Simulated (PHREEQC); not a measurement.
# Acid mine or pickling water: speciation

Model water analysis in mg/L, 93 °C, pH 2.22, pe 11.1:

```tsv
constituent	mg/L
Na	194
K	3.68
Ca	289
Mg	56.5
Cl	326
S(6) as SO4	1510
Zn	5.1
Cd	0.961
Cu(2)	6.94
```

Valence states are taken as typed.

The numbers come from PHREEQC with the ion-association model, wateq4f.dat.

Precipitation was switched off in this run.

### Question
Predict the ionic strength, charge-balance error.

### Answer
ionic strength 0.0390 mol/kgw; charge-balance error 5.5 %.

### Question
In which forms is Zn present?

### Answer
Zn+2 68 %, ZnSO4 22 %, ZnCl+ 9.0 %, Zn(SO4)2-2 0.5 % of the Zn.

At this temperature some constants are extrapolated from 25 °C, and those without enthalpy data are left unchanged.
